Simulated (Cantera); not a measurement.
## Ignition delay

Mixture: 5.32 % CH₄, 1.33 % CO, 19.5 % O₂, 73.9 % N₂, equivalence ratio 0.58, at 7.30 bar, adiabatic and at constant volume. Ignition delay is the time to a rise of 400 K.

Model: GRI-Mech 3.0 (53 species, 325 reactions), integrated in Cantera.

```
T0 (K)  delay (ms)
------  ----------
1150          11.8
1200          5.86
1250          3.04
1300          1.64
1350         0.917
1400         0.529
1450         0.315
1500         0.193
1550         0.122
1600        0.0792
```

The apparent activation energy between 1500 and 1600 K is 180 kJ/mol.
